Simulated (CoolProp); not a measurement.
Octamethylcyclotetrasiloxane (D4) along the isotherm 620 K: fugacity coefficient from the reference equation and from simpler models built on Tc = 586.5 K, pc = 1.347 MPa, ω = 0.598; each cubic takes its own stable root.

The numbers come from the reference Helmholtz-energy equation of state, Thol 2015 in CoolProp.

```
p (MPa)  phase  reference
-------  -----  ---------
0.0518     gas     0.9891
0.104      gas     0.9782
0.155      gas     0.9676
0.207      gas     0.9568
0.259      gas     0.9460
0.311      gas     0.9353
0.363      gas     0.9247
0.415      gas     0.9140
0.466      gas     0.9037
0.518      gas     0.8931
0.57       gas     0.8827
0.622      gas     0.8722
0.674      gas     0.8618
```

Q: How far does each simpler model (van der Waals, Soave-Redlich-Kwong, Peng-Robinson) lie from the reference over these 13 states: mean and median of the absolute difference, and the worst?

A: 
- van der Waals: mean 0.6 %, median 0.6 %, worst +1.1 % at 620 K and 0.674 MPa
- Soave-Redlich-Kwong: mean 0.4 %, median 0.4 %, worst +0.7 % at 620 K and 0.674 MPa
- Peng-Robinson: mean 0.6 %, median 0.6 %, worst -1.0 % at 620 K and 0.674 MPa
